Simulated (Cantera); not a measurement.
An isothermal, constant-pressure homogeneous reactor starts with H2 : O2 = 0.0088 : 1 (molar parts), at 1223 K and 0.0133 bar.

Model: the H2/O2 subset of GRI-Mech 3.0, which has no nitrogen chemistry, integrated in Cantera. Radical loss at walls, strong at low pressure, is not modelled.

x: mole fraction; the columns are a selection and need not sum to one.

```
t (s)        x H2   x O2       x H     x HO2      x OH     x H2O
--------  -------  -----  --------  --------  --------  --------
3.00e-6   0.00872  0.991  3.51e-11  3.65e-11  1.41e-12    <1e-12
1.15e-5   0.00872  0.991  1.21e-10  1.40e-10  1.91e-11    <1e-12
4.40e-5   0.00872  0.991  3.26e-10  5.36e-10  2.15e-10  9.54e-12
0.000169  0.00872  0.991  6.11e-10   2.06e-9   1.61e-9  3.09e-10
0.000646  0.00872  0.991   1.84e-9   7.89e-9   1.09e-8   7.79e-9
0.00248   0.00872  0.991   5.58e-8   3.16e-8   4.13e-7   6.04e-7
0.00949       [?]  0.984       [?]       [?]       [?]       [?]
0.0363    2.95e-5  0.984  0.000271   6.93e-7  0.000705   0.00821
0.139     2.00e-5  0.986  0.000149   5.76e-7  0.000582   0.00835
0.533         [?]  0.990       [?]       [?]       [?]   0.00856
2.04      1.06e-6  0.991   1.79e-6   1.06e-7  0.000135   0.00869
7.83      1.14e-7  0.991   6.31e-8   2.04e-8   4.44e-5   0.00874
30.0      1.43e-8  0.991   2.84e-9   5.00e-9   1.58e-5   0.00875
```

### Question
Some entries are withheld; supply them.

### Answer

- 0.00949, x H2: 0.000978
- 0.00949, x H: 0.000555
- 0.00949, x HO2: 1.20e-6
- 0.00949, x OH: 0.00153
- 0.00949, x H2O: 0.00670
- 0.533, x H2: 6.96e-6
- 0.533, x H: 3.02e-5
- 0.533, x HO2: 3.32e-7
- 0.533, x OH: 0.000344
